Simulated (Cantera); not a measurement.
Input: 1 mol Si, 0.89 mol CO, 120 mol H₂, 0.021 mol O₂, equilibrated at 1750 K and 0.370 bar.

Cantera equilibrium calculation (NASA polynomials, part measured and part estimated; ideal gas, pure solids and liquids). Candidate condensed phases: C, C₆H₆, C₇H₈, C₈H₁₈, H₂O, Si, SiC, SiO₂; 123 gas species. The numbers say what is thermodynamically allowed, not how fast it happens.

Base state: H₂ 0.992, SiO 0.00431, CO 0.00339, H 0.000381, CH₄ 2.04e-5 (mole fractions); condensed: SiC(s).

### Question
What changes in the equilibrium state with this change: Si replaced by Fe?

### Answer
```csv
species,before,after
H₂,0.992,0.992
CO,0.00339,0.00736
H,0.000381,0.000381
SiO,0.00431,0
H₂O,7.46e-6,0.000348
Fe,0,3.77e-5
CH₄,2.04e-5,9.51e-7
"SiC(s), mol",0.478,0
"Fe(δ), mol",0,0.995
```
Further candidate phases: Fe, Fe(CO)₅, FeO, Fe(OH)₂, Fe(OH)₃, Fe₂O₃, Fe₃O₄.

### Question
What changes in the equilibrium state with this change: O₂ from 0.021 to 0.19 mol?

### Answer
```csv
species,before,after
H₂,0.992,0.989
SiO,0.00431,0.00569
CO,0.00339,0.00477
H₂O,7.46e-6,1.01e-5
CH₄,2.04e-5,2.09e-5
H,0.000381,0.000380
"SiC(s), mol",0.478,0.309
```
